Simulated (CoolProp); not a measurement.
Vapour-liquid equilibrium of propylene (1) + R115 (2) at 182.1 K; x and y are mole fractions of (1).

Values from CoolProp's multi-fluid Helmholtz-energy mixture model, Lemmon 2013 and Lemmon 2016; pair parameters Bell 2016.

```json
[
 {"x": "0.05", "bubble pressure (kPa)": "5.502", "y at the bubble point": "0.220", "dew pressure at overall composition x (kPa)": "(withheld)", "liquid density (mol/L)": "11.28"},
 {"x": "0.15", "bubble pressure (kPa)": "7.090", "y at the bubble point": "0.450", "dew pressure at overall composition x (kPa)": "5.141", "liquid density (mol/L)": "11.61"},
 {"x": "0.25", "bubble pressure (kPa)": "8.155", "y at the bubble point": "0.561", "dew pressure at overall composition x (kPa)": "5.670", "liquid density (mol/L)": "11.96"},
 {"x": "0.35", "bubble pressure (kPa)": "(withheld)", "y at the bubble point": "0.623", "dew pressure at overall composition x (kPa)": "6.311", "liquid density (mol/L)": "(withheld)"},
 {"x": "0.45", "bubble pressure (kPa)": "9.150", "y at the bubble point": "0.659", "dew pressure at overall composition x (kPa)": "7.093", "liquid density (mol/L)": "12.74"},
 {"x": "0.55", "bubble pressure (kPa)": "9.328", "y at the bubble point": "0.683", "dew pressure at overall composition x (kPa)": "(withheld)", "liquid density (mol/L)": "(withheld)"},
 {"x": "0.65", "bubble pressure (kPa)": "(withheld)", "y at the bubble point": "(withheld)", "dew pressure at overall composition x (kPa)": "9.068", "liquid density (mol/L)": "13.66"},
 {"x": "0.75", "bubble pressure (kPa)": "9.428", "y at the bubble point": "0.730", "dew pressure at overall composition x (kPa)": "9.391", "liquid density (mol/L)": "14.19"},
 {"x": "0.85", "bubble pressure (kPa)": "9.300", "y at the bubble point": "0.777", "dew pressure at overall composition x (kPa)": "8.949", "liquid density (mol/L)": "14.76"},
 {"x": "0.95", "bubble pressure (kPa)": "8.751", "y at the bubble point": "0.886", "dew pressure at overall composition x (kPa)": "8.391", "liquid density (mol/L)": "15.38"}
]
```

Question: Some entries are withheld; supply them.

Answer: 
- 0.05, dew pressure at overall composition x (kPa): 4.700
- 0.35, bubble pressure (kPa): 8.798
- 0.35, liquid density (mol/L): 12.34
- 0.55, dew pressure at overall composition x (kPa): 8.041
- 0.55, liquid density (mol/L): 13.18
- 0.65, bubble pressure (kPa): 9.412
- 0.65, y at the bubble point: 0.704

y crosses x between x = 0.65 and 0.75: the model has an azeotrope there.

Pair parameters are fitted to limited data, so mixtures are less certain than the pure fluids. With so large a gap from Raoult's law the liquid may split in two, which this calculation doesn't test in full.
